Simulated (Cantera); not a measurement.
Feed: 1 mol B2O3, 7.3 mol NH3, at 233 Torr.

Cantera equilibrium calculation (NASA polynomials, part measured and part estimated; ideal gas, pure solids and liquids). Candidate condensed phases: B, BN, B2O3, B3O3H3, H2O; 39 gas species. Mutual solubility and eutectic melting of coexisting phases are not modelled. Gases not in the tables: H3BO3. Kinetics and transport are ignored.

x: gas mole fraction; n: condensed amount in mol.

```json
[
 {"T (K)": "1223", "x H2": "0.748", "x N2": "0.249", "x HBO": "1.91e-6", "x HBO2": "0.000109", "x B2O3": "6.20e-8", "x H": "4.67e-7", "x BO": "4.99e-11", "x H2O": "0.00281", "n BN(s)": "0.0279", "n B2O3(l)": "0.985"},
 {"T (K)": "1323", "x H2": "0.748", "x N2": "0.249", "x HBO": "(withheld)", "x HBO2": "(withheld)", "x B2O3": "(withheld)", "x H": "(withheld)", "x BO": "(withheld)", "x H2O": "0.00268", "n BN(s)": "0.0279", "n B2O3(l)": "0.983"},
 {"T (K)": "1423", "x H2": "0.747", "x N2": "0.249", "x HBO": "0.000103", "x HBO2": "0.00107", "x B2O3": "1.32e-5", "x H": "1.03e-5", "x BO": "4.17e-8", "x H2O": "0.00256", "n BN(s)": "0.0296", "n B2O3(l)": "0.976"},
 {"T (K)": "1523", "x H2": "0.746", "x N2": "0.249", "x HBO": "0.000504", "x HBO2": "0.00263", "x B2O3": "0.000111", "x H": "3.58e-5", "x BO": "6.11e-7", "x H2O": "0.00245", "n BN(s)": "0.0341", "n B2O3(l)": "0.958"},
 {"T (K)": "1623", "x H2": "0.741", "x N2": "0.248", "x HBO": "0.00201", "x HBO2": "0.00572", "x B2O3": "0.000709", "x H": "0.000107", "x BO": "6.39e-6", "x H2O": "0.00233", "n BN(s)": "0.0405", "n B2O3(l)": "0.912"},
 {"T (K)": "1723", "x H2": "0.730", "x N2": "0.246", "x HBO": "(withheld)", "x HBO2": "(withheld)", "x B2O3": "(withheld)", "x H": "(withheld)", "x BO": "(withheld)", "x H2O": "0.00220", "n BN(s)": "0.0404", "n B2O3(l)": "(withheld)"},
 {"T (K)": "1823", "x H2": "0.700", "x N2": "0.241", "x HBO": "0.0196", "x HBO2": "0.0199", "x B2O3": "0.0152", "x H": "0.000651", "x BO": "0.000317", "x H2O": "0.00201", "n BN(s)": "0", "n B2O3(l)": "0.437"},
 {"T (K)": "1923", "x H2": "0.667", "x N2": "0.234", "x HBO": "0.0288", "x HBO2": "0.0313", "x B2O3": "0.0296", "x H": "0.00138", "x BO": "0.000934", "x H2O": "0.00305", "n BN(s)": "0", "n B2O3(l)": "0"},
 {"T (K)": "2023", "x H2": "0.663", "x N2": "0.233", "x HBO": "0.0311", "x HBO2": "0.0324", "x B2O3": "0.0274", "x H": "0.00278", "x BO": "0.00185", "x H2O": "0.00415", "n BN(s)": "0", "n B2O3(l)": "0"},
 {"T (K)": "2123", "x H2": "0.658", "x N2": "0.233", "x HBO": "0.0331", "x HBO2": "0.0331", "x B2O3": "0.0252", "x H": "0.00523", "x BO": "0.00341", "x H2O": "0.00547", "n BN(s)": "0", "n B2O3(l)": "0"},
 {"T (K)": "2223", "x H2": "0.651", "x N2": "0.232", "x HBO": "0.0345", "x HBO2": "0.0335", "x B2O3": "0.0229", "x H": "0.00928", "x BO": "0.00587", "x H2O": "0.00705", "n BN(s)": "0", "n B2O3(l)": "0"},
 {"T (K)": "2323", "x H2": "0.642", "x N2": "0.231", "x HBO": "0.0352", "x HBO2": "0.0336", "x B2O3": "0.0206", "x H": "0.0157", "x BO": "0.00948", "x H2O": "0.00892", "n BN(s)": "0", "n B2O3(l)": "0"},
 {"T (K)": "2423", "x H2": "0.630", "x N2": "0.229", "x HBO": "0.0351", "x HBO2": "0.0332", "x B2O3": "0.0181", "x H": "0.0253", "x BO": "0.0144", "x H2O": "0.0111", "n BN(s)": "0", "n B2O3(l)": "0"}
]
```

### Question
Complete the blanks.

### Answer

- 1723, x HBO: 0.00677
- 1723, x HBO2: 0.0112
- 1723, x B2O3: 0.00360
- 1723, x H: 0.000280
- 1723, x BO: 5.05e-5
- 1723, n B2O3(l): 0.789
- 1323, x HBO: 1.64e-5
- 1323, x HBO2: 0.000376
- 1323, x B2O3: 1.12e-6
- 1323, x H: 2.46e-6
- 1323, x BO: 1.87e-9
